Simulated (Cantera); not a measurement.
A Cantera script and what it prints.

```python
import numpy as np
import cantera as ct

gas_names = """
    CL CL2 H HCL H2 N NH NH2 NH3 N2 N2H2 N2H4 Si SiCL SiCL2 SiCL3 SiCL4 SiH SiHCL3 SiH2 SiH2CL2 SiH3
    SiH3CL SiH4 SiN Si2 Si2N Si3
""".split()
cond_names = """
    NH4CL(a) NH4CL(b) Si(cr) Si(L) Si3N4(a)
""".split()


# ... load() reads the species with a 1 bar reference pressure and builds the phases ...
atoms = {
    'SiH2Cl2': {'Si': 1, 'H': 2, 'CL': 2},
    'NH3': {'N': 1, 'H': 3},
    'N2': {'N': 2},
}
top_T = {'Si3N4(a)': 2400}  # K; cautious upper limits of use, not melting points


# ... equilibrate(T, P, feed) seeds the gas with the atoms and calls Mixture.equilibrate('TP', solver="vcs", rtol=1e-11, max_steps=5000) ...
results = []
feed = {'SiH2Cl2': 1, 'NH3': 0.1, 'N2': 24}  # mol
P = 45  # Pa
for T in [1400, 1450, 1500, 1550, 1600, 1650, 1700, 1750, 1800, 1850, 1900, 1950, 2000, 2050]:
    mix = equilibrate(T, P, feed)
    results.append((T, P, feed, dict(zip(mix.species_names, mix.species_moles))))
    x = sorted(zip(gas.X, gas.species_names), reverse=True)
    print(f"T = {T:g} K  P = {P:g} Pa  gas = {mix.phase_moles(0):.4g} mol")
    print("   x: " + "  ".join(f"{s} {v:.3e}" for v, s in x if v > 1e-05))
    print("   condensed (mol): " + ("  ".join(f"{mix.phase(i).name} {mix.phase_moles(i):.4g}"
          for i in range(1, mix.n_phases) if mix.phase_moles(i) > 1e-12) or "none"))
```

Result:

```
T = 1400 K  P = 45 Pa  gas = 25.8 mol
   x: N2 9.169e-01  HCL 4.480e-02  H2 2.215e-02  SiCL2 1.546e-02  SiCL3 4.908e-04  SiCL4 6.617e-05  CL 5.683e-05  H 3.413e-05
   condensed (mol): Si3N4(a) 0.1956
T = 1450 K  P = 45 Pa  gas = 25.87 mol
   x: N2 9.170e-01  HCL 3.702e-02  H2 2.590e-02  SiCL2 1.955e-02  SiCL3 3.317e-04  CL 8.353e-05  H 7.175e-05  SiCL4 2.056e-05
   condensed (mol): Si3N4(a) 0.1616
T = 1500 K  P = 45 Pa  gas = 25.94 mol
   x: N2 9.171e-01  HCL 2.992e-02  H2 2.930e-02  SiCL2 2.319e-02  SiCL3 2.142e-04  H 1.420e-04  CL 1.169e-04  SiCL 1.495e-05
   condensed (mol): Si3N4(a) 0.1307
T = 1550 K  P = 45 Pa  gas = 26 mol
   x: N2 9.171e-01  H2 3.218e-02  SiCL2 2.624e-02  HCL 2.384e-02  H 2.663e-04  CL 1.575e-04  SiCL3 1.350e-04  SiCL 4.482e-05  Si 3.289e-05
   condensed (mol): Si3N4(a) 0.1041
T = 1600 K  P = 45 Pa  gas = 26.05 mol
   x: N2 9.169e-01  H2 3.448e-02  SiCL2 2.867e-02  HCL 1.885e-02  H 4.759e-04  CL 2.058e-04  Si 1.748e-04  SiCL 1.236e-04  SiCL3 8.425e-05
   condensed (mol): Si3N4(a) 0.08094
T = 1650 K  P = 45 Pa  gas = 26.23 mol
   x: N2 9.168e-01  H2 3.495e-02  SiCL2 2.927e-02  HCL 1.696e-02  H 8.007e-04  Si 5.953e-04  CL 3.046e-04  SiCL 2.616e-04  SiCL3 5.855e-05  Si2N 1.531e-05
   condensed (mol): Si(cr) 0.2069
T = 1700 K  P = 45 Pa  gas = 26.27 mol
   x: N2 9.155e-01  H2 3.472e-02  SiCL2 2.912e-02  HCL 1.680e-02  Si 1.508e-03  H 1.294e-03  CL 4.869e-04  SiCL 4.677e-04  SiCL3 4.484e-05  Si2N 3.347e-05  SiN 1.854e-05
   condensed (mol): Si(L) 0.1789
T = 1750 K  P = 45 Pa  gas = 26.34 mol
   x: N2 9.131e-01  H2 3.408e-02  SiCL2 2.858e-02  HCL 1.712e-02  Si 3.336e-03  H 2.024e-03  CL 7.843e-04  SiCL 7.708e-04  Si2N 5.932e-05  SiCL3 3.559e-05  SiN 3.486e-05  SiH 1.728e-05  Si2 1.725e-05
   condensed (mol): Si(L) 0.1325
T = 1800 K  P = 45 Pa  gas = 26.46 mol
   x: N2 9.087e-01  H2 3.325e-02  SiCL2 2.786e-02  HCL 1.731e-02  Si 7.057e-03  H 3.078e-03  SiCL 1.230e-03  CL 1.226e-03  Si2N 1.016e-04  SiN 6.320e-05  Si2 4.264e-05  SiH 3.114e-05  SiCL3 2.832e-05  Si3 1.015e-05
   condensed (mol): Si(L) 0.03161
T = 1850 K  P = 45 Pa  gas = 26.58 mol
   x: N2 9.049e-01  H2 3.103e-02  SiCL2 2.573e-02  HCL 1.998e-02  Si 9.925e-03  H 4.473e-03  CL 2.189e-03  SiCL 1.549e-03  Si2N 8.106e-05  SiN 7.682e-05  Si2 4.810e-05  SiH 3.677e-05  SiCL3 2.524e-05
   condensed (mol): none
T = 1900 K  P = 45 Pa  gas = 26.69 mol
   x: N2 9.009e-01  H2 2.827e-02  HCL 2.329e-02  SiCL2 2.293e-02  Si 1.238e-02  H 6.290e-03  CL 3.910e-03  SiCL 1.795e-03  SiN 8.346e-05  Si2N 5.336e-05  Si2 4.397e-05  SiH 3.833e-05  SiCL3 2.245e-05
   condensed (mol): none
T = 1950 K  P = 45 Pa  gas = 26.84 mol
   x: N2 8.959e-01  HCL 2.624e-02  H2 2.540e-02  SiCL2 1.976e-02  Si 1.517e-02  H 8.612e-03  CL 6.670e-03  SiCL 2.016e-03  SiN 8.963e-05  Si2 3.983e-05  SiH 3.923e-05  Si2N 3.538e-05  SiCL3 1.901e-05
   condensed (mol): none
T = 2000 K  P = 45 Pa  gas = 27.03 mol
   x: N2 8.897e-01  HCL 2.845e-02  H2 2.255e-02  Si 1.829e-02  SiCL2 1.625e-02  H 1.151e-02  CL 1.082e-02  SiCL 2.185e-03  SiN 9.528e-05  SiH 3.952e-05  Si2 3.584e-05  Si2N 2.365e-05  SiCL3 1.501e-05
   condensed (mol): none
T = 2050 K  P = 45 Pa  gas = 27.26 mol
   x: N2 8.823e-01  HCL 2.951e-02  Si 2.168e-02  H2 1.988e-02  CL 1.657e-02  H 1.508e-02  SiCL2 1.250e-02  SiCL 2.262e-03  SiN 1.001e-04  SiH 3.923e-05  Si2 3.189e-05  Si2N 1.585e-05  SiCL3 1.074e-05
   condensed (mol): none
```

Method: chemical equilibrium by Gibbs-energy minimisation in Cantera with the NASA 1993 tables (ideal gas, pure condensed phases). The tables' values for SiCl, SiCl3, SiN are old estimates; treat these amounts as uncertain.
